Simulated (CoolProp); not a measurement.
Vapour-liquid equilibrium of propane (1) + dimethyl ether (2) at -7.45 °C; x and y are mole fractions of (1).

Values from CoolProp's multi-fluid Helmholtz-energy mixture model, Lemmon 2009 and Wu 2011; pair parameters Bell 2016.

```tsv
x	bubble pressure, mixture model (kPa)	bubble pressure, Raoult's law (kPa)	y, mixture model	y, Raoult's law
0.05	226.2	212.3	0.137	0.088
0.15	263.0	229.5	0.321	0.245
0.25	291.5	246.6	0.442	0.380
0.35	313.8	263.8	0.531	0.498
0.45	331.6	280.9	0.604	0.601
0.55	346.0	298.1	0.669	0.692
0.65	357.5	315.3	0.731	0.774
0.75	366.5	332.4	0.796	0.847
0.85	372.8	349.6	0.867	0.913
0.95	375.6	366.8	0.951	0.972
```

The largest gap from Raoult's law is +19.0 % in bubble pressure, at x = 0.35. No azeotrope shows between x = 0.05 and 0.95.

Pair parameters are fitted to limited data, so mixtures are less certain than the pure fluids.
